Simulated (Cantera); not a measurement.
Thermodynamics of nitride etching, feed BN + Cl2 + H2

Charge: 1 mol BN, 8.5 mol Cl2, 40 mol H2, equilibrated at 527 °C and 133 Pa.

Cantera equilibrium calculation (NASA polynomials, part measured and part estimated; ideal gas, pure solids and liquids). Candidate condensed phases: B, BN, NH4Cl; 21 gas species. Equilibrium is a limit: real reactors are often held back by kinetics, nucleation or transport.

| Quantity | Result |
|---|---|
| x(H2) | 0.649 |
| x(HCl) | 0.351 |
| x(BCl3) | 2.10e-6 |
| x(N2) | 1.05e-6 |
| n(BN(s)) | 1.000 mol |
| gas amount | 48.50 mol |
| log10 activity of B(s) (absent) | -7.35 |
